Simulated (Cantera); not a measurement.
What does this Cantera script print?

```python
import numpy as np
import cantera as ct

gas_names = """
    CL CL2 H HCL H2 Si SiCL SiCL2 SiCL3 SiCL4 SiH SiHCL3 SiH2 SiH2CL2 SiH3 SiH3CL SiH4 Si2 Si3
""".split()
cond_names = """
    Si(cr) Si(L)
""".split()


def load(file, names, dense=False):
    # The tables refer to 1 bar. Condensed volumes are neglected.
    table = {s.name: s for s in ct.Species.list_from_file(file)}
    out = []
    for n in names:
        d = dict(table[n].input_data)
        d["thermo"] = dict(d["thermo"], **{"reference-pressure": 1e5})
        if dense:
            d["equation-of-state"] = {"model": "constant-volume", "density": "1e6 g/cm^3"}
        out.append(ct.Species.from_dict(d))
    return out


gas = ct.Solution(thermo="ideal-gas", species=load("nasa_gas.yaml", gas_names))
cond = {s.name: ct.Solution(thermo="fixed-stoichiometry", species=[s], name=s.name)
        for s in load("nasa_condensed.yaml", cond_names, dense=True)}
atoms = {
    'SiH2Cl2': {'Si': 1, 'H': 2, 'CL': 2},
    'H2': {'H': 2},
    'HCl': {'H': 1, 'CL': 1},
}
top_T = {}  # K; cautious upper limits of use, not melting points


def equilibrate(T, P, feed):
    n = {}
    for name, mol in feed.items():
        for a, k in atoms[name].items():
            n[a] = n.get(a, 0.0) + k * mol
    gas.TPX = T, P, n
    mass = sum(n.values()) * gas.mean_molecular_weight
    gas.equilibrate("TP")
    valid = [c for c in cond.values() if c.min_temp <= T <= top_T.get(c.name, c.max_temp)]
    mix = ct.Mixture([(gas, mass / gas.mean_molecular_weight)] + [(c, 0.0) for c in valid])
    mix.T, mix.P = T, P
    mix.equilibrate("TP", solver="gibbs", rtol=1e-10, max_steps=50000)
    return mix


results = []
feed = {'SiH2Cl2': 1, 'H2': 26, 'HCl': 0.051}  # mol
P = 1333.22  # Pa
for T in [1950, 2000, 2050, 2100, 2150, 2200, 2250, 2300, 2350, 2400, 2450, 2500, 2550]:
    mix = equilibrate(T, P, feed)
    results.append((T, P, feed, dict(zip(mix.species_names, mix.species_moles))))

top = {s: max(r[3][s] / sum(r[3][g] for g in gas_names) for r in results) for s in gas_names}
cols = sorted((s for s in top if top[s] > 0.001), key=lambda s: -top[s])[:5]
seen = [c for c in cond_names if any(r[3].get(c, 0) > 1e-12 for r in results)]
print("log10 of partial pressures in bar; condensed amounts in mol")
print(f"{'T/K':>10s}" + "".join(f"{s[:9]:>10s}" for s in cols + seen))
for T, P, feed, n in results:
    ng = sum(n[g] for g in gas_names)
    print(f"{T:10.4g}" + "".join(f"{np.log10(max(n[s] / ng * P / 1e5, 1e-99)):10.3f}" for s in cols)
          + "".join(f"{n.get(c, 0):10.4g}" for c in seen))
```

Output:

```
log10 of partial pressures in bar; condensed amounts in mol
       T/K        H2         H       HCL        Si        CL     Si(L)
      1950    -1.909    -3.895    -3.135    -4.623    -5.246    0.6936
      2000    -1.912    -3.745    -3.133    -4.361    -5.094    0.6514
      2050    -1.916    -3.602    -3.134    -4.112    -4.951     0.574
      2100    -1.921    -3.467    -3.137    -3.875    -4.816    0.4398
      2150    -1.929    -3.339    -3.144    -3.649    -4.690    0.2159
      2200    -1.938    -3.218    -3.142    -3.495    -4.560         0
      2250    -1.946    -3.102    -3.125    -3.463    -4.422         0
      2300    -1.956    -2.992    -3.117    -3.441    -4.296         0
      2350    -1.968    -2.888    -3.117    -3.426    -4.182         0
      2400    -1.981    -2.789    -3.124    -3.418    -4.078         0
      2450    -1.997    -2.696    -3.136    -3.414    -3.983         0
      2500    -2.017    -2.608    -3.155    -3.415    -3.897         0
      2550    -2.039    -2.526    -3.179    -3.419    -3.818         0
```

Equilibrium computed with Cantera from the NASA thermochemical tables; the gas is ideal and each condensed phase is pure. The tables' values for SiCl, SiCl3 are old estimates; treat these amounts as uncertain. Gases not in the tables: Si2H6 and higher silanes.
